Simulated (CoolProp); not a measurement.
Properties of dodecamethylpentasiloxane (MD3M) along the isobar 0.101 MPa (Tc = 628.0 K, pc = 0.9540 MPa, ω = 0.730).

Values from CoolProp's reference Helmholtz-energy equation of state, Thol 2019.

| T (K) | phase | density (kg/m³) |
|---|---|---|
| 338.4 | liquid | 831.1 |
| 365.9 | liquid | 804.2 |
| 393.5 | liquid | 776.6 |
| 421 | liquid | 748.3 |
| 448.5 | liquid | 718.7 |
| 476.1 | liquid | 687.3 |
| 531.1 | gas | 9.604 |
| 558.7 | gas | 8.962 |
